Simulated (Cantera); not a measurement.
Input (Python, Cantera):

```python
import numpy as np
import cantera as ct

gas = ct.Solution("gri30.yaml")
gas.TPX = 675, 90000, {'CH4': 1, 'H2': 1.1, 'O2': 3.7, 'N2': 16.3}
flame = ct.FreeFlame(gas, width=0.043)
flame.set_refine_criteria(ratio=3, slope=0.08, curve=0.16)
flame.transport_model = "mixture-averaged"
flame.solve(loglevel=0, auto=True)
flame.transport_model = "multicomponent"
flame.soret_enabled = True
flame.solve(loglevel=0, refine_grid=True)
z, T = flame.grid, flame.T
thick = (T[-1] - T[0]) / np.gradient(T, z).max()
show = ['CH4', 'H2', 'O2', 'NO2', 'CO', 'HCN']
print(f"laminar burning velocity  {flame.velocity[0] * 100:.3f} cm/s")
print(f"burnt temperature         {T[-1]:.1f} K")
print(f"thermal thickness         {thick * 1e3:.4f} mm")
print(f"grid points               {len(z)}")
z0 = z[flame.heat_release_rate.argmax()]
print(f"{'z/mm':>9s}{'T/K':>9s}{'u/(m/s)':>9s}" + "".join(f"{s:>11s}" for s in show))
rows = []
for k in (-3, -2, -1.5, -1, -0.5, -0.25, 0, 0.25, 0.5, 1, 2, 4, 8):
    zz = z0 + k * thick
    rows.append([k * thick, np.interp(zz, z, T), np.interp(zz, z, flame.velocity),
                 *(np.interp(zz, z, flame.X[gas.species_index(s)]) for s in show)])
    print(f"{rows[-1][0] * 1e3:9.3f}{rows[-1][1]:9.1f}{rows[-1][2]:9.3f}" + "".join(f"{x:11.3e}" for x in rows[-1][3:]))
```

Result:

```
laminar burning velocity  146.612 cm/s
burnt temperature         2002.1 K
thermal thickness         0.4066 mm
grid points               135
     z/mm      T/K  u/(m/s)        CH4         H2         O2        NO2         CO        HCN
   -1.220    675.1    1.465  4.529e-02  4.867e-02  1.676e-01  3.808e-12  7.411e-07  1.027e-12
   -0.813    675.9    1.463  4.534e-02  4.638e-02  1.680e-01  6.062e-11  9.905e-06  1.792e-11
   -0.610    679.2    1.466  4.527e-02  4.346e-02  1.684e-01  3.455e-10  5.205e-05  1.162e-10
   -0.407    702.7    1.510  4.425e-02  3.763e-02  1.682e-01  2.510e-09  4.456e-04  1.405e-09
   -0.203    903.0    1.934  3.545e-02  2.832e-02  1.555e-01  4.105e-09  5.299e-03  2.681e-08
   -0.102   1181.7    2.541  2.209e-02  2.321e-02  1.310e-01  2.214e-09  1.425e-02  9.379e-08
    0.000   1485.3    3.210  6.468e-03  1.671e-02  9.654e-02  1.380e-09  2.459e-02  2.312e-07
    0.102   1631.9    3.532  6.819e-04  9.842e-03  7.411e-02  9.459e-10  2.439e-02  2.191e-07
    0.203   1689.5    3.649  4.154e-05  6.552e-03  6.554e-02  1.171e-09  1.919e-02  9.747e-08
    0.407   1759.3    3.782  1.931e-07  5.092e-03  6.035e-02  1.732e-09  1.204e-02  1.361e-08
    0.813   1840.6    3.937  1.481e-11  4.002e-03  5.725e-02  2.702e-09  6.694e-03  3.493e-10
    1.626   1912.6    4.074 -2.701e-17  2.492e-03  5.554e-02  4.498e-09  3.873e-03  2.116e-12
    3.253   1962.2    4.167  3.206e-17  1.224e-03  5.470e-02  7.695e-09  1.999e-03  5.239e-14
```

Model: GRI-Mech 3.0 (53 species, 325 reactions), integrated in Cantera. Burning velocities carry a grid error of a few per cent, more on coarse grids.
